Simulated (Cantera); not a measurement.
A perfectly stirred reactor is fed with 37.0 % NH₃, 63.0 % N₂, at 72.0 Torr; it is held at 2148 K, and followed from long to short residence time.

Model: the gas-phase N/H chemistry of the illustrative SiF4/NH3 mechanism in the Surface Chemkin manual (1991), integrated in Cantera. Walls and surfaces, which speed up NH3 decomposition in real reactors, are not modelled.

One state of this run: x NH₃ = 0.365; x N₂H₂ = 3.17e-6; x N₂ = 0.629; x H₂ = 0.00424; x N = 1.07e-7; x N₂H₄ = 3.13e-8. x: mole fraction; the columns are a selection and need not sum to one.

Q: Which value of τ (s) does it belong to?
A) 0.016
B) 4.4
C) 0.0010
D) 0.0041

A: C, 0.0010
